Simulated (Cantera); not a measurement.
# Equilibrium for nitride etching: AlN + Cl2

A closed system holds: 1 mol AlN, 11 mol Cl2, at 1000 Pa.

Equilibrium computed with Cantera from the NASA thermochemical tables; the gas is ideal and each condensed phase is pure. Candidate condensed phases: Al, AlCl3, AlN; 11 gas species. The tables' values for AlCl2 are old estimates; treat these amounts as uncertain. Rates play no part.

| T (K) | log p Cl | log p Cl2 | log p AlCl3 | log p N2 | log p AlCl2 |
|---|---|---|---|---|---|
| 1200 | -3.37 | -2.08 | -3.05 | -3.35 | -10.89 |
| 1250 | -3.16 | -2.10 | -3.06 | -3.36 | -10.37 |
| 1300 | -2.97 | -2.12 | -3.07 | -3.37 | -9.89 |
| 1350 | -2.79 | -2.15 | -3.08 | -3.38 | -9.44 |
| 1400 | -2.64 | -2.19 | -3.09 | -3.40 | -9.02 |
| 1450 | -2.51 | -2.24 | -3.12 | -3.42 | -8.63 |
| 1500 | -2.39 | -2.31 | -3.14 | -3.44 | -8.26 |
| 1550 | -2.30 | -2.41 | -3.17 | -3.47 | -7.91 |
| 1600 | -2.22 | -2.52 | -3.20 | -3.50 | -7.57 |
| 1650 | -2.16 | -2.65 | -3.22 | -3.53 | -7.24 |
| 1700 | -2.12 | -2.81 | -3.25 | -3.55 | -6.91 |
| 1750 | -2.09 | -2.97 | -3.27 | -3.57 | -6.59 |
| 1800 | -2.07 | -3.14 | -3.28 | -3.58 | -6.27 |
| 1850 | -2.06 | -3.31 | -3.29 | -3.59 | -5.96 |
log p: log10 of the partial pressure in bar; nothing condenses.

From 1200 K to 1850 K nothing is condensed. The main Al-bearing gas is AlCl3 throughout.
